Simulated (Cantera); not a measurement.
**Abatement and gas-phase synthesis: N2O + O2 + H2O**

Input: 1 mol N2O, 1.8 mol O2, 0.22 mol H2O, held at 2277 °C and 60000 Pa.

These are equilibrium values from Cantera (NASA tables, ideal gas, pure condensed phases), not measurements of a reactor. Candidate condensed phases: H2O; 24 gas species. Rates play no part.

The x(O2) is 0.618, the x(N2) is 0.267 and the x(H2O) is 0.0514. The x(NO) is 0.0250. The x(O) is 0.0187, the x(OH) is 0.0180 and the x(H) is 0.00102. The x(H2) is 0.000637 and the x(NO2) comes out as 2.82e-5. The gas amount comes out as 3.573 mol.
